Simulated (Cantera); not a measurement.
A freely propagating, adiabatic, planar premixed flame of H2 : O2 : N2 = 1 : 0.167 : 0.627 (molar parts), unburnt at 350 K and 82.5 Torr; mixture-averaged transport, grid criteria slope 0.08 and curve 0.16, no radiation.

Computed with Cantera and the H2/O2 subset of GRI-Mech 3.0, which has no nitrogen chemistry. Burning velocities carry a grid error of a few per cent, more on coarse grids.

Q: How do the results move with these cheaper or finer settings: unity-Lewis-number transport; multicomponent transport; multicomponent+Soret transport; grid criteria slope 0.5, curve 1; grid criteria slope 0.25, curve 0.5; grid criteria slope 0.03, curve 0.06?

A: 
```tsv
setting	laminar burning velocity	thermal thickness	peak x(HO2)	peak x(O)	grid points
as above	241 cm/s	7.36 mm	8.21e-5	0.00148	141
unity-Lewis-number transport	141 cm/s	6.84 mm	6.32e-5	0.000916	139
multicomponent transport	234 cm/s	7.48 mm	8.14e-5	0.00143	141
multicomponent+Soret transport	228 cm/s	7.28 mm	8.26e-5	0.00144	142
grid criteria slope 0.5, curve 1	272 cm/s	10.6 mm	7.02e-5	0.00128	50
grid criteria slope 0.25, curve 0.5	248 cm/s	8.18 mm	8.03e-5	0.00136	75
grid criteria slope 0.03, curve 0.06	240 cm/s	7.21 mm	8.28e-5	0.00151	344
```
The base run took around 1.0 core-seconds (rough).
Unity Lewis numbers drop preferential diffusion, which matters most where H2 and H carry the flame; Soret adds thermal diffusion.
